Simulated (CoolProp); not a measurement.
Properties of carbon dioxide along the isobar 9.19 MPa.

The numbers come from the reference Helmholtz-energy equation of state, Span 1996 in CoolProp.

```csv
T (K),phase,cp (kJ/(kg K)),speed of sound (m/s),Prandtl number
277.4,liquid,2.273,597.6,2.12
294.2,liquid,2.792,450.2,2.35
310.9,supercritical,7.357,246.5,4.58
327.7,supercritical,3.069,224.6,1.77
344.5,supercritical,1.913,245.0,1.25
361.2,supercritical,1.569,260.3,1.08
378,supercritical,1.404,273.1,…
394.7,supercritical,…,284.3,0.932
411.5,supercritical,1.251,294.4,0.893
428.3,supercritical,1.213,303.7,0.865
445,supercritical,1.187,312.3,…
461.8,supercritical,1.170,320.3,…
478.6,supercritical,1.158,328.0,0.814
495.3,supercritical,1.151,335.2,0.803
```

Q: Some entries are withheld; supply them.

A: 
- 378, Prandtl number: 0.988
- 394.7, cp (kJ/(kg K)): 1.310
- 445, Prandtl number: 0.844
- 461.8, Prandtl number: 0.829

The peak of cp marks the crossing from liquid-like to gas-like fluid above the critical point.

Viscosity comes from a separate model (Laesecke 2017). Thermal conductivity comes from a separate model (Huber 2016).
